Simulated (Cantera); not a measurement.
A Cantera script and what it prints.

```python
import numpy as np
import cantera as ct

gas_names = """
    AL ALN ALO ALO2 AL2 AL2O AL2O2 N NO NO2 NO3 N2 N2O O O2 O3
""".split()
cond_names = """
    AL(cr) AL(L) ALN(s) AL2O3(a) AL2O3(L)
""".split()


# ... load() reads the species with a 1 bar reference pressure and builds the phases ...
atoms = {
    'Al': {'AL': 1},
    'O2': {'O': 2},
    'N2': {'N': 2},
}
top_T = {'ALN(s)': 2750}  # K; cautious upper limits of use, not melting points


# ... equilibrate(T, P, feed) seeds the gas with the atoms and calls Mixture.equilibrate('TP', solver="vcs", rtol=1e-11, max_steps=5000) ...
results = []
feed = {'Al': 1, 'O2': 0.21, 'N2': 5.1}  # mol
T = 850  # K
P = 8700  # Pa
mix = equilibrate(T, P, feed)
results.append((T, P, feed, dict(zip(mix.species_names, mix.species_moles))))
print(gas.report(threshold=1e-06))
for i in range(1, mix.n_phases):
    print(f"{mix.phase(i).name:16s} {mix.phase_moles(i):12.5e} mol")
```

Result:

```
       temperature   850 K
          pressure   8700 Pa
           density   0.034486 kg/m^3
  mean mol. weight   28.014 kg/kmol
   phase of matter   gas

                          1 kg             1 kmol
                     ---------------   ---------------
          enthalpy        5.9345e+05        1.6625e+07  J
   internal energy        3.4118e+05        9.5577e+06  J
           entropy            8682.7        2.4324e+05  J/K
    Gibbs function       -6.7868e+06       -1.9013e+08  J
 heat capacity c_p            1134.5             31783  J/K
 heat capacity c_v            837.75             23469  J/K

                      mass frac. Y      mole frac. X     chem. pot. / RT
                     ---------------   ---------------   ---------------
                N2                 1                 1           -26.902
     [  +15 minor]        5.9292e-25        5.7737e-25

AL(cr)            0.00000e+00 mol
ALN(s)            7.20000e-01 mol
AL2O3(a)          1.40000e-01 mol
```

Method: chemical equilibrium by Gibbs-energy minimisation in Cantera with the NASA 1993 tables (ideal gas, pure condensed phases).
